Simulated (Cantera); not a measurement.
A Cantera script and its output.

```python
import numpy as np
import cantera as ct

gas = ct.Solution("gri30.yaml", transport_model="multicomponent")
show = ['OH', 'NO', 'C2H2']

rows = []
print(f"{'T/K':>7s}{'rho':>11s}{'cp':>10s}{'mu':>11s}{'lambda':>11s}{'Pr':>7s}" + "".join(f"{'D_' + s:>11s}" for s in show))
for T in [400, 600, 800, 1000, 1200, 1400, 1600, 1800, 2000]:
    gas.TPX = T, 500000, {'CH4': 0.74}
    Pr = gas.cp_mass * gas.viscosity / gas.thermal_conductivity
    D = [gas.mix_diff_coeffs_mole[gas.species_index(s)] for s in show]
    rows.append([gas.density, gas.cp_mass, gas.viscosity, gas.thermal_conductivity, Pr, *D])
    print(f"{T:7g}{gas.density:11.4e}{gas.cp_mass:10.1f}{gas.viscosity:11.4e}"
          f"{gas.thermal_conductivity:11.4e}{Pr:7.3f}" + "".join(f"{d:11.4e}" for d in D))
print("SI units: kg/m3, J/kg/K, Pa s, W/m/K, m2/s")
```

It prints:

```
    T/K        rho        cp         mu     lambda     Pr       D_OH       D_NO     D_C2H2
    400 2.4119e+00    2526.4 1.4442e-05 5.0839e-02  0.718 1.1079e-05 7.4731e-06 6.0765e-06
    600 1.6079e+00    3286.8 1.9486e-05 8.8384e-02  0.725 2.2202e-05 1.5039e-05 1.2493e-05
    800 1.2060e+00    3989.2 2.3796e-05 1.3039e-01  0.728 3.6069e-05 2.4478e-05 2.0543e-05
   1000 9.6476e-01    4588.7 2.7658e-05 1.7396e-01  0.730 5.2400e-05 3.5597e-05 3.0044e-05
   1200 8.0397e-01    5074.2 3.1210e-05 2.1689e-01  0.730 7.1007e-05 4.8265e-05 4.0873e-05
   1400 6.8912e-01    5467.8 3.4533e-05 2.5852e-01  0.730 9.1749e-05 6.2385e-05 5.2942e-05
   1600 6.0298e-01    5787.0 3.7677e-05 2.9851e-01  0.730 1.1452e-04 7.7883e-05 6.6183e-05
   1800 5.3598e-01    6046.7 4.0675e-05 3.3678e-01  0.730 1.3922e-04 9.4696e-05 8.0544e-05
   2000 4.8238e-01    6260.4 4.3552e-05 3.7343e-01  0.730 1.6577e-04 1.1277e-04 9.5981e-05
SI units: kg/m3, J/kg/K, Pa s, W/m/K, m2/s
```

Model: GRI-Mech 3.0 (53 species, 325 reactions), integrated in Cantera. The composition is frozen, though it would react at the higher temperatures.
